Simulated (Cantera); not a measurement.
Feed: 1 mol SiCl4, 5.7 mol N2, 23 mol H2, at 1.33 mbar.

These are equilibrium values from Cantera (NASA tables, ideal gas, pure condensed phases), not measurements of a reactor. Candidate condensed phases: NH4Cl, Si, Si3N4; 28 gas species. N2 is the only nitrogen source here; it is nearly inert below about 1500 K, so the nitride shown seldom forms there in practice. The tables' values for SiCl3 are old estimates; treat these amounts as uncertain. The numbers say what is thermodynamically allowed, not how fast it happens. All values below are at 1273 K.

Base state: H2 0.700, N2 0.168, HCl 0.131, SiCl2 0.000670, SiCl3 5.42e-5, SiCl4 2.87e-5, H 1.63e-5 (mole fractions); condensed: Si3N4(s).

### Question
What changes in the equilibrium state with this change: pressure from 1.33 mbar to 5.50 Pa?

### Answer
| species | before | after |
|---|---|---|
| H2 | 0.700 | 0.702 |
| N2 | 0.168 | 0.170 |
| HCl | 0.131 | 0.123 |
| SiCl2 | 0.000670 | 0.00484 |
| H | 1.63e-5 | 8.06e-5 |
| Cl | 2.61e-6 | 1.20e-5 |
| SiCl4 | 2.87e-5 | 7.44e-6 |
| SiCl3 | 5.42e-5 | 7.41e-5 |
| Si3N4(s), mol | 0.326 | 0.284 |
